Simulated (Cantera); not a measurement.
Input (Python, Cantera) and output of one run.

```python
import numpy as np
import cantera as ct

gas_names = """
    N NO NO2 NO3 N2 N2O O O2 O3 Pb PbO Pb2
""".split()
cond_names = """
    Pb(cr) Pb(L) PbO(rd) PbO(yw) PbO(L) PbO2(s) Pb3O4(s)
""".split()


# ... load() reads the species with a 1 bar reference pressure and builds the phases ...
atoms = {
    'PbO': {'Pb': 1, 'O': 1},
    'O2': {'O': 2},
    'N2': {'N': 2},
}
top_T = {'Pb3O4(s)': 820}  # K; cautious upper limits of use, not melting points


# ... equilibrate(T, P, feed) seeds the gas with the atoms and calls Mixture.equilibrate('TP', solver="vcs", rtol=1e-11, max_steps=5000) ...
results = []
feed = {'PbO': 1, 'O2': 1.4, 'N2': 15}  # mol
T = 1250  # K
for P in [10, 52, 270, 1400, 7200, 37000, 190000, 1000000]:
    mix = equilibrate(T, P, feed)
    results.append((T, P, feed, dict(zip(mix.species_names, mix.species_moles))))
    x = sorted(zip(gas.X, gas.species_names), reverse=True)
    print(f"T = {T:g} K  P = {P:g} Pa  gas = {mix.phase_moles(0):.4g} mol")
    print("   x: " + "  ".join(f"{s} {v:.3e}" for v, s in x if v > 1e-06))
    print("   condensed (mol): " + ("  ".join(f"{mix.phase(i).name} {mix.phase_moles(i):.4g}"
          for i in range(1, mix.n_phases) if mix.phase_moles(i) > 1e-12) or "none"))
```

Result:

```
T = 1250 K  P = 10 Pa  gas = 17.49 mol
   x: N2 8.575e-01  O2 8.517e-02  PbO 4.672e-02  Pb 1.045e-02  NO 1.875e-04  O 2.020e-06
   condensed (mol): none
T = 1250 K  P = 52 Pa  gas = 17.45 mol
   x: N2 8.597e-01  O2 8.275e-02  PbO 5.213e-02  Pb 5.188e-03  NO 1.850e-04
   condensed (mol): none
T = 1250 K  P = 270 Pa  gas = 17.42 mol
   x: N2 8.609e-01  O2 8.148e-02  PbO 5.498e-02  Pb 2.420e-03  NO 1.837e-04
   condensed (mol): none
T = 1250 K  P = 1400 Pa  gas = 16.62 mol
   x: N2 9.023e-01  O2 8.425e-02  PbO 1.305e-02  Pb 2.480e-04  NO 1.913e-04
   condensed (mol): PbO(L) 0.7789
T = 1250 K  P = 7200 Pa  gas = 16.44 mol
   x: N2 9.122e-01  O2 8.506e-02  PbO 2.538e-03  NO 1.932e-04  Pb 2.117e-05
   condensed (mol): PbO(L) 0.9579
T = 1250 K  P = 37000 Pa  gas = 16.41 mol
   x: N2 9.141e-01  O2 8.523e-02  PbO 4.938e-04  NO 1.936e-04  Pb 1.815e-06  NO2 1.010e-06
   condensed (mol): PbO(L) 0.9919
T = 1250 K  P = 190000 Pa  gas = 16.4 mol
   x: N2 9.144e-01  O2 8.526e-02  NO 1.937e-04  PbO 9.617e-05  NO2 2.290e-06
   condensed (mol): PbO(L) 0.9984
T = 1250 K  P = 1e+06 Pa  gas = 16.4 mol
   x: N2 9.145e-01  O2 8.526e-02  NO 1.937e-04  PbO 1.827e-05  NO2 5.255e-06
   condensed (mol): PbO(L) 0.9997
```

Method: chemical equilibrium by Gibbs-energy minimisation in Cantera with the NASA 1993 tables (ideal gas, pure condensed phases). Gases not in the tables: (PbO)n polymers.
